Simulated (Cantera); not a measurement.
A perfectly stirred reactor is fed with C₂H₆ : H₂ = 1 : 35 (molar parts), at 0.987 atm; it is held at 1675 K, and followed from long to short residence time.

Computed with Cantera and GRI-Mech 3.0 (53 species, 325 reactions). GRI-Mech 3.0 stops at C3 and has no aromatics, soot or wall deposition, so with more carbon than oxygen in the feed, carbon stays in small species such as C2H2 where larger ones or solid carbon would form.

Question: Predict: x(C₂H₆) at τ = 0.870 s; x(H₂) at τ = 0.870 s; x(H) at τ = 0.870 s; x(C₂H₂) at τ = 0.870 s; x(CH₄) at τ = 0.870 s; x(C₂H₆) at τ = 28.0 ms; x(H₂) at τ = 28.0 ms; x(H) at τ = 28.0 ms; x(C₂H₂) at τ = 28.0 ms; x(CH₄) at τ = 28.0 ms.

Answer: 
```json
{
 "x(C₂H₆) at τ = 0.870 s": "4.08e-6",
 "x(H₂) at τ = 0.870 s": "0.963",
 "x(H) at τ = 0.870 s": "0.000117",
 "x(C₂H₂) at τ = 0.870 s": "0.0156",
 "x(CH₄) at τ = 0.870 s": "0.0207",
 "x(C₂H₆) at τ = 28.0 ms": "4.19e-5",
 "x(H₂) at τ = 28.0 ms": "0.961",
 "x(H) at τ = 28.0 ms": "0.000171",
 "x(C₂H₂) at τ = 28.0 ms": "0.0139",
 "x(CH₄) at τ = 28.0 ms": "0.0237"
}
```
